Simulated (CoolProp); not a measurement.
Vapour pressure (bar) of n-butane: the reference equation beside estimates from Tc = 425.1 K, pc = 37.96 bar, ω = 0.201.

Computed with CoolProp (reference Helmholtz-energy equation of state, Bücker 2006).

```
T (K)   reference  Lee-Kesler  van der Waals  Redlich-Kwong
-----  ----------  ----------  -------------  -------------
335.4       6.741       6.786          13.64          8.449
338.9       7.328       7.377          14.32          9.103
342.5       7.970       8.024          15.03          9.812
346.1       8.654  (withheld)          15.77          10.56
349.6       9.359       9.419          16.51          11.32
353.2  (withheld)       10.19     (withheld)          12.14
356.8       10.94       11.01          18.10          13.00
360.3       11.78       11.85          18.90     (withheld)
363.9       12.69       12.76          19.75          14.82
367.5       13.65  (withheld)          20.63          15.81
371         14.63       14.70          21.50          16.80
374.6       15.69       15.77          22.42          17.87
378.2       16.82       16.89          23.37          18.99
381.7       17.96       18.04          24.31          20.12
```

Problem. Some entries are withheld; supply them.

Solution. 
- 346.1, Lee-Kesler: 8.711
- 353.2, reference: 10.13
- 353.2, van der Waals: 17.29
- 360.3, Redlich-Kwong: 13.88
- 367.5, Lee-Kesler: 13.72

Absolute difference from the reference over all 14 rows, mean and median: Lee-Kesler 0.6 and 0.6 %, van der Waals 65.2 and 62.9 %, Redlich-Kwong 18.5 and 18.3 %.
